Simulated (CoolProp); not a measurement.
c-C4F8 (RC318) at 293.15 K and 0.529 MPa flows at 3.1 m/s in a round tube of 4.6 mm bore and 0.25 µm roughness, fully developed (64/Re and Nu = 3.66 if laminar; Colebrook and Gnielinski if turbulent). Each further row changes one setting.

Model: reference Helmholtz-energy equation of state, Platzer 1990, in CoolProp. This equation is an older, rougher fit; its heat capacities, sound speeds and derivatives of the liquid may be far off and weren't checked against measurements.

| case | Reynolds number | Darcy friction factor | pressure drop (Pa/m) | heat-transfer coefficient (W/(m² K)) | mass flow (kg/h) |
|---|---|---|---|---|---|
| as stated | 55200 | 0.0206 | 32800 | 5060 | 282 |
| velocity 6.2 m/s | 110000 | 0.0179 | 114000 | 9250 | 564 |
| diameter 9.2 mm | 110000 | 0.0178 | 14100 | 4600 | 1130 |

Viscosity comes from a separate model (Huber 2003), an estimate that may be off by 10 % or more. Thermal conductivity comes from a separate model (Huber 2003), an estimate that may be off by 10 % or more.
